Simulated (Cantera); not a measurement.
An adiabatic, constant-pressure homogeneous reactor starts with CH4 : O2 : N2 = 1 : 3.39 : 12.7 (molar parts), at 1475 K and 3.00 bar. Integrator tolerance rtol = 1e-08.

Computed with Cantera and GRI-Mech 3.0 (53 species, 325 reactions).

Question: What does this change do: pressure from 3.00 bar to 1.00 bar?

Answer: 
```
quantity                                                            before                                    after
---------------------------------  ---------------------------------------  ---------------------------------------
time of steepest temperature rise                                 0.526 ms                                  1.24 ms
temperature at 0.800 s                                              2532 K                                   2497 K
equilibrium temperature                                             2532 K                                   2497 K
x(CH4) at 0.800 s                    <1e-12 (gas-phase equilibrium <1e-12)    <1e-12 (gas-phase equilibrium <1e-12)
x(O2) at 0.800 s                     0.0734 (gas-phase equilibrium 0.0734)    0.0740 (gas-phase equilibrium 0.0740)
x(H2O) at 0.800 s                      0.109 (gas-phase equilibrium 0.109)      0.107 (gas-phase equilibrium 0.107)
x(HCO) at 0.800 s                  1.36e-9 (gas-phase equilibrium 1.36e-9)  1.17e-9 (gas-phase equilibrium 1.17e-9)
x(NO2) at 0.800 s                  1.22e-5 (gas-phase equilibrium 1.22e-5)  6.92e-6 (gas-phase equilibrium 6.92e-6)
x(H2O2) at 0.800 s                 3.87e-7 (gas-phase equilibrium 3.87e-7)  2.04e-7 (gas-phase equilibrium 2.04e-7)
```

Question: What does this change do: constant volume in place of constant pressure?

Answer: 
```csv
quantity,before,after
time of steepest temperature rise,0.526 ms,0.501 ms
temperature at 0.800 s,2532 K,2719 K
equilibrium temperature,2532 K,2719 K
x(CH4) at 0.800 s,<1e-12 (gas-phase equilibrium <1e-12),<1e-12 (gas-phase equilibrium <1e-12)
x(O2) at 0.800 s,0.0734 (gas-phase equilibrium 0.0734),0.0713 (gas-phase equilibrium 0.0713)
x(H2O) at 0.800 s,0.109 (gas-phase equilibrium 0.109),0.105 (gas-phase equilibrium 0.105)
x(HCO) at 0.800 s,1.36e-9 (gas-phase equilibrium 1.36e-9),6.63e-9 (gas-phase equilibrium 6.63e-9)
x(NO2) at 0.800 s,1.22e-5 (gas-phase equilibrium 1.22e-5),1.82e-5 (gas-phase equilibrium 1.82e-5)
x(H2O2) at 0.800 s,3.87e-7 (gas-phase equilibrium 3.87e-7),7.24e-7 (gas-phase equilibrium 7.24e-7)
```
